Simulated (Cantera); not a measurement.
Input: 1 mol Si, 2.8 mol H2O, 2.5 mol H2, at 6.30 bar.

Cantera equilibrium calculation (NASA polynomials, part measured and part estimated; ideal gas, pure solids and liquids). Candidate condensed phases: H2O, Si, SiO2; 18 gas species. The tables hold silica as quartz up to 1696 K and as liquid above; real silica turns to tridymite and cristobalite and melts near 1996 K. Gases not in the tables: Si(OH)4. Rates play no part.

x: gas mole fraction; n: condensed amount in mol.

```json
[
 {"T (°C)": "725", "x H2": "0.849", "x H2O": "0.151", "x H": "7.90e-10", "x SiO": "<1e-12", "n SiO2(β-quartz)": "1.00", "n SiO2(condensed)": "0", "n SiO2(l)": "0"},
 {"T (°C)": "925", "x H2": "0.849", "x H2O": "0.151", "x H": "6.98e-8", "x SiO": "<1e-12", "n SiO2(β-quartz)": "1.00", "n SiO2(condensed)": "0", "n SiO2(l)": "0"},
 {"T (°C)": "1125", "x H2": "0.849", "x H2O": "0.151", "x H": "1.74e-6", "x SiO": "(withheld)", "n SiO2(β-quartz)": "1.00", "n SiO2(condensed)": "0", "n SiO2(l)": "0"},
 {"T (°C)": "1325", "x H2": "0.849", "x H2O": "0.151", "x H": "1.95e-5", "x SiO": "(withheld)", "n SiO2(β-quartz)": "1.00", "n SiO2(condensed)": "0", "n SiO2(l)": "0"},
 {"T (°C)": "1525", "x H2": "0.849", "x H2O": "0.151", "x H": "0.000129", "x SiO": "(withheld)", "n SiO2(β-quartz)": "0", "n SiO2(condensed)": "1.000", "n SiO2(l)": "0"},
 {"T (°C)": "1725", "x H2": "0.848", "x H2O": "0.151", "x H": "0.000589", "x SiO": "(withheld)", "n SiO2(β-quartz)": "0", "n SiO2(condensed)": "0", "n SiO2(l)": "1.000"},
 {"T (°C)": "1925", "x H2": "0.845", "x H2O": "0.152", "x H": "0.00204", "x SiO": "(withheld)", "n SiO2(β-quartz)": "0", "n SiO2(condensed)": "0", "n SiO2(l)": "0.994"}
]
```

Fill in the missing entries.


- 1125, x SiO: 6.42e-11
- 1325, x SiO: 2.18e-8
- 1525, x SiO: 1.88e-6
- 1725, x SiO: 6.23e-5
- 1925, x SiO: 0.00104
